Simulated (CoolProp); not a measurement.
Methane along the isotherm 95.7 K: density (kg/m³) from the reference equation and from simpler models built on Tc = 190.6 K, pc = 4.599 MPa, ω = 0.011; each cubic takes its own stable root.

Values from CoolProp's reference Helmholtz-energy equation of state, Setzmann 1991.

```tsv
p (MPa)	phase	reference
0.531	liquid	445.1
1.06	liquid	445.5
1.59	liquid	445.9
2.12	liquid	446.2
2.65	liquid	446.6
3.18	liquid	447.0
3.71	liquid	447.3
4.25	liquid	447.7
4.78	liquid	448.0
5.31	liquid	448.4
5.84	liquid	448.8
6.37	liquid	449.1
6.9	liquid	449.4
```

### Question
How far does each simpler model (Redlich-Kwong, Peng-Robinson) lie from the reference over these 13 states: mean and median of the absolute difference, and the worst?

### Answer
- Redlich-Kwong: mean 1.7 %, median 1.7 %, worst +1.8 % at 95.7 K and 0.531 MPa
- Peng-Robinson: mean 12.7 %, median 12.7 %, worst +12.8 % at 95.7 K and 0.531 MPa
